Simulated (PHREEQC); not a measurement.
Solution (25 °C): 0.0013 mol Na2SiO3, 0.0067 mol H2SeO4 and 0.00048 mol H2SO4 per kg of water. Closed to the air; pH follows from the charge balance.

Computed with PHREEQC (ion-association model, wateq4f.dat).

No solid was allowed to form.

Question: What pH does the model give?

Answer: pH 2.04.

Question: In which forms is S present?

Answer: SO4-2 62 %, HSO4- 37 % of the S.

Saturation is exceeded, for instance for Quartz (slow to form), Chalcedony (slow to form); the values hold only as long as no solid forms.
